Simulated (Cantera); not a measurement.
Input: 1 mol SiH₄, 2.9 mol CH₄, 25 mol H₂, 0.2 mol C₃H₈, equilibrated at 2398 K and 0.00410 bar.

Cantera equilibrium calculation (NASA polynomials, part measured and part estimated; ideal gas, pure solids and liquids). Candidate condensed phases: C, C₆H₆, C₇H₈, C₈H₁₈, Si, SiC; 87 gas species. Gases not in the tables: Si₂H₆ and higher silanes. Equilibrium is a limit: real reactors are often held back by kinetics, nucleation or transport.

### Question
What is the equilibrium state?

### Answer
```json
{
 "x(H₂)": "0.755",
 "x(H)": "0.214",
 "x(Si)": "0.0205",
 "x(C₂H₂ (acetylene))": "0.00522",
 "x(SiC₂)": "0.00392",
 "x(Si₂C)": "0.000471",
 "x(SiH)": "0.000355",
 "x(C₂H)": "8.46e-5",
 "x(C₃)": "2.31e-5",
 "n(C(graphite))": "2.76 mol",
 "gas_amount": "38.72 mol",
 "log10 activity of Si(l) (absent)": "-1.41"
}
```
